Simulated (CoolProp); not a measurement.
A simple Rankine cycle with hydrogen sulfide: condensing at 294.15 K, boiler at 5.16 MPa, turbine inlet 346.9 K, turbine efficiency 0.85, pump efficiency 0.6, no recuperator. Each further row changes one setting.

Model: reference Helmholtz-energy equation of state, Lemmon 2006, in CoolProp. It is a short technical equation, of lower accuracy than the large ones.

```csv
case,thermal efficiency (%),net work (kJ/kg),heat in (kJ/kg),turbine exit temperature (K),volume ratio over the turbine
as stated,9.7,___,417,294.2,___
turbine inlet 366.9 K,10.2,46.4,___,294.2,___
condensing temperature 286.15 K,11.3,49.1,___,286.1,3.21
boiler pressure 3.61 MPa,7.1,32.6,___,___,1.75
turbine efficiency 0.75,8.4,35.0,417,294.2,2.69
```

Task: Complete the blanks.

Result: 
- as stated, net work (kJ/kg): 40.6
- as stated, volume ratio over the turbine: 2.65
- turbine inlet 366.9 K, heat in (kJ/kg): 456
- turbine inlet 366.9 K, volume ratio over the turbine: 2.42
- condensing temperature 286.15 K, heat in (kJ/kg): 434
- boiler pressure 3.61 MPa, heat in (kJ/kg): 457
- boiler pressure 3.61 MPa, turbine exit temperature (K): 294.6

The expansion ends wet for: as stated; turbine inlet 366.9 K; condensing temperature 286.15 K; turbine efficiency 0.75.
